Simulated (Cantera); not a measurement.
Diamond growth

A diamond (100) surface in a fixed gas of H2 with x(CH4) = 0.0098, x(H) = 0.00036, x(CH3) = 0.0004, 9.00 Torr; coverages are run to steady state.

Model: the Harris–Goodwin 1993 mechanism for the reconstructed diamond (100) surface, integrated in Cantera.

| T (K) | growth (µm/h) | θ c6HH | θ c6H* | θ c6*H | θ c6** | θ c6HM |
|---|---|---|---|---|---|---|
| 950 | 0.720 | 0.423 | 0.00895 | 0.213 | 0.00302 | 0.270 |
| 1025 | 0.458 | 0.521 | 0.0176 | 0.337 | 0.00649 | 0.0822 |
| 1100 | 0.213 | 0.529 | 0.0258 | 0.409 | 0.00990 | 0.0142 |
| 1175 | 0.164 | 0.507 | 0.0326 | 0.438 | 0.0124 | 0.00234 |
| 1250 | 0.140 | 0.495 | 0.0384 | 0.447 | 0.0143 | 0.000409 |
| 1325 | 0.0627 | 0.497 | 0.0431 | 0.443 | 0.0153 | 7.85e-5 |
| 1400 | 0.0168 | 0.508 | 0.0469 | 0.429 | 0.0151 | 1.82e-5 |
θ: site fractions in the mechanism's names (c6HH fully hydrogenated, c6H* and c6*H radical sites, c6** diradical, c6HM methylated).
